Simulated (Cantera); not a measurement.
Input (Python, Cantera):

```python
import numpy as np
import cantera as ct

gas = ct.Solution("SiF4_NH3_mec.yaml", "gas")
gas.TPX = 2048, 13332, {'NH3': 1, 'N2': 11}
inlet = ct.Reservoir(gas, clone=True)

reactor = ct.IdealGasConstPressureReactor(gas, energy="off", clone=False)
exhaust = ct.Reservoir(gas, clone=True)
tau = [4.3, 1.3, 0.4, 0.12, 0.037, 0.011, 0.0035, 0.0011][0]
for a, b in ((inlet, reactor), (reactor, exhaust)):
    ct.MassFlowController(a, b, mdot=lambda t: reactor.mass / tau)
net = ct.ReactorNet([reactor])
show = ['NH3', 'NH2', 'N2', 'N2H4', 'H', 'N', 'H2']

rows = []
print(f"{'tau/s':>10s}{'T/K':>9s}" + "".join(f"{s:>11s}" for s in show))
for tau in [4.3, 1.3, 0.4, 0.12, 0.037, 0.011, 0.0035, 0.0011]:
    net.initial_time = 0.0
    net.advance(30 * tau)
    before = gas.X
    net.advance(40 * tau)
    drift = np.max(np.abs(gas.X - before) / (gas.X + 1e-9))
    rows.append([gas.T, *gas[show].X, drift])
    print(f"{tau:10.3e}{gas.T:9.1f}" + "".join(f"{x:11.3e}" for x in gas[show].X))
```

Result:

```
     tau/s      T/K        NH3        NH2         N2       N2H4          H          N         H2
 4.300e+00   2048.0  2.849e-03  3.320e-05  8.855e-01  4.649e-11  4.391e-04  1.391e-06  1.112e-01
 1.300e+00   2048.0  8.836e-03  7.312e-05  8.879e-01  2.255e-10  2.890e-04  1.465e-06  1.029e-01
 4.000e-01   2048.0  2.225e-02  1.425e-04  8.931e-01  8.564e-10  1.839e-04  1.524e-06  8.433e-02
 1.200e-01   2048.0  4.444e-02  2.420e-04  9.016e-01  2.472e-09  1.002e-04  1.408e-06  5.355e-02
 3.700e-02   2048.0  6.523e-02  3.463e-04  9.097e-01  5.060e-09  4.623e-05  9.703e-07  2.471e-02
 1.100e-02   2048.0  7.708e-02  4.403e-04  9.142e-01  8.183e-09  1.792e-05  3.806e-07  8.224e-03
 3.500e-03   2048.0  8.138e-02  4.596e-04  9.159e-01  8.912e-09  6.176e-06  9.761e-08  2.266e-03
 1.100e-03   2048.0  8.280e-02  3.254e-04  9.164e-01  4.468e-09  1.784e-06  2.025e-08  4.304e-04
```

Detailed kinetics in Cantera: the gas-phase N/H chemistry of the illustrative SiF4/NH3 mechanism in the Surface Chemkin manual (1991). Walls and surfaces, which speed up NH3 decomposition in real reactors, are not modelled.
